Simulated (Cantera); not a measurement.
Predominance diagram of Cu at 1675 K against the partial pressures of O2 and H2O (log10, bar). Cantera with NASA thermochemical tables; ideal gases at 1 bar, condensed phases pure. Candidates: Cu(l), Cu2O(l). Only these pure phases compete in this equilibrium. 

```
log p(H2O) \ log p(O2)
        columns: -27, -25.6, -24.2, -22.7, -21.3, -19.9, -18.5, -17.1, -15.6, -14.2, -12.8, -11.4, -9.9, -8.5, -7.1, -5.7, -4.3, -2.8, -1.4, 0
      1  A A A A A A A A A A A A A B B B B C C C
   -0.8  A A A A A A A A A A B B B B B B B C C C
   -2.6  A A A A A A A A B B B B B B B B B C C C
   -4.3  A A A A A B B B B B B B B B B B B C C C
   -6.1  A A A B B B B B B B B B B B B B B C C C
   -7.9  B B B B B B B B B B B B B B B B B C C C
   -9.7  B B B B B B B B B B B B B B B B B C C C
  -11.4  B B B B B B B B B B B B B B B B B C C C
  -13.2  B B B B B B B B B B B B B B B B B C C C
    -15  B B B B B B B B B B B B B B B B B C C C
```

A: out of reach (another gas would pass 10 bar, or a non-metal would condense); B: Cu(l); C: Cu2O(l).
